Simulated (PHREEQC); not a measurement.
PHREEQC input (ion-association model, wateq4f.dat):

```
SOLUTION_MASTER_SPECIES
  An  An-  0  An  62.0  # stands for a non-complexing anion
SOLUTION_SPECIES
  An- = An-
    -log_k 0
    -gamma 3.0 0
PHASES
  Fix_H+
    H+ = H+
    -log_k 0
SOLUTION 1
  temp 25
  units mmol/kgw
  pH 7 charge
  S(6) 0.046
  Na 5.092
  Cl 0.258
  Ca 0.019
  Pb 0.11
  An 5
END
SELECTED_OUTPUT 1
  -reset false
  -pH true
  -pe true
  -ionic_strength true
  -water true
  -totals Ca Cl Na Pb S S(-2) S(6)
  -molalities Hfo_wOH Hfo_wOH2+ Hfo_wO- Hfo_sOH Hfo_sOH2+ Hfo_sO- Hfo_wSO4- Hfo_wOHSO4-2 Hfo_sOPb+ Hfo_wOPb+
    Hfo_sOHCa+2 Hfo_wOCa+
  -saturation_indices Gypsum Portlandite Litharge Anglesite Cotunnite Laurionite Larnakite Halite Mirabilite
USER_PUNCH 1
  -headings sigma psi
  10 PUNCH EDL("sigma", "Hfo"), EDL("psi", "Hfo")
PRINT
  -reset false
USE solution 1
SURFACE 1
  Hfo_wOH 0.000741573 600 0.33
  Hfo_sOH 1.85393e-05
EQUILIBRIUM_PHASES 1
  Fix_H+ -3 HAn 10
    -force_equality true
  O2(g) -0.68 10
END
# ... the last block is repeated for the other 16 points of pH, with NaOH or the acid as the point needs
```

Selected output (columns that matter, 15 of 17 rows; pH added in front):

```
pH	mu	Ca	Na	Pb	S	si_Gypsum	si_Portlandite	si_Litharge	si_Anglesite	si_Cotunnite	si_Larnakite	si_Halite	si_Mirabilite	sigma
3	0.0068301	1.9e-05	0.005092	0.0001076	3.0185e-09	-9.0081	-21.669	-10.843	-5.0531	-6.609	-10.686	-7.5407	-12.268	0.27168
3.5	0.0060136	1.9e-05	0.005092	9.9922e-05	4.5529e-09	-8.793	-20.661	-9.8668	-4.8698	-6.6284	-9.5266	-7.5364	-12.057	0.22007
4	0.0057048	1.9e-05	0.005092	9.3069e-05	1.1097e-08	-8.3923	-19.658	-8.8943	-4.4999	-6.654	-8.1842	-7.5346	-11.658	0.16617
4.5	0.0055723	1.9e-05	0.005092	8.9673e-05	3.7395e-08	-7.8594	-18.656	-7.9092	-3.9832	-6.668	-6.6824	-7.5338	-11.126	0.11864
5.5	0.0053351	1.9e-05	0.005092	4.1773e-05	6.3045e-07	-6.6206	-16.654	-6.2402	-3.0781	-6.9965	-4.1083	-7.5319	-9.8881	0.056321
6	0.0052553	1.9e-05	0.0051247	1.0306e-05	2.6623e-06	-5.9894	-15.653	-5.8519	-3.0593	-7.6069	-3.7011	-7.5283	-9.2516	0.03855
6.5	0.0052846	1.8999e-05	0.005186	1.6374e-06	1.0898e-05	-5.3773	-14.653	-5.6661	-3.2607	-8.4211	-3.7168	-7.5232	-8.6287	0.02546
7	0.0053427	1.8994e-05	0.0052412	2.5762e-07	2.7895e-05	-4.9712	-13.655	-5.5132	-3.7001	-9.2685	-4.0033	-7.5189	-8.2123	0.01661
7.5	0.00539	1.8957e-05	0.0052834	4.3507e-08	4.1541e-05	-4.8008	-12.657	-5.3975	-4.412	-10.153	-4.5995	-7.5157	-8.0332	0.0097228
8	0.0054076	1.8631e-05	0.0053042	8.5968e-09	4.539e-05	-4.7704	-11.665	-5.3399	-5.3162	-11.096	-5.4461	-7.5141	-7.9916	0.0040551
8.5	0.0054139	1.6117e-05	0.0053224	2.3464e-09	4.5928e-05	-4.8283	-10.728	-5.2955	-6.2666	-12.051	-6.3522	-7.5127	-7.9836	-0.00068206
9.5	0.0054418	1.3647e-06	0.0054054	5.3953e-10	4.5999e-05	-5.9001	-9.8008	-5.1549	-8.1251	-13.911	-8.07	-7.5061	-7.9694	-0.011643
10	0.0055245	1.717e-07	0.0055014	4.6046e-10	4.6e-05	-6.8026	-9.7023	-5.0849	-9.0561	-14.841	-8.9311	-7.4989	-7.9555	-0.021125
10.5	0.0057746	2.2111e-08	0.0057673	6.2859e-10	4.6e-05	-7.6997	-9.5963	-4.9825	-9.9568	-15.74	-9.7293	-7.4798	-7.919	-0.035962
11	0.0065468	3.3366e-09	0.0065641	1.61e-09	4.6e-05	-8.5414	-9.429	-4.8159	-10.799	-16.578	-10.405	-7.4277	-7.8197	-0.059649
```

The oxide is taken as insoluble; below pH 4 it would dissolve.
